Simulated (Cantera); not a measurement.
An adiabatic, constant-pressure homogeneous reactor starts with C3H8 : O2 : N2 : CO2 = 1 : 6.49 : 63 : 9.4 (molar parts), equivalence ratio 0.77, at 1100 K and 1.70 bar. Integrator tolerance rtol = 1e-08.

Computed with Cantera and GRI-Mech 3.0 (53 species, 325 reactions).

```tsv
quantity	before	after
time of steepest temperature rise	82.0 ms	27.7 ms
temperature at 0.800 s	1753 K	1753 K
equilibrium temperature	1750 K	1751 K
x(C3H8) at 0.800 s	<1e-12 (gas-phase equilibrium <1e-12)	<1e-12 (gas-phase equilibrium <1e-12)
x(O2) at 0.800 s	0.0184 (gas-phase equilibrium 0.0179)	0.0184 (gas-phase equilibrium 0.0179)
x(CO2) at 0.800 s	0.153 (gas-phase equilibrium 0.153)	0.153 (gas-phase equilibrium 0.153)
x(NO) at 0.800 s	1.10e-5 (gas-phase equilibrium 0.00102)	1.57e-5 (gas-phase equilibrium 0.00102)
x(C2H6) at 0.800 s	<1e-12 (gas-phase equilibrium <1e-12)	<1e-12 (gas-phase equilibrium <1e-12)
```

### Question
What was changed between the two runs?
(A) pressure from 1.70 bar to 1.00 bar
(B) pressure from 1.70 bar to 7.60 bar
(C) pressure from 1.70 bar to 5.00 bar
(D) pressure from 1.70 bar to 22.0 bar

### Answer
B, pressure from 1.70 bar to 7.60 bar
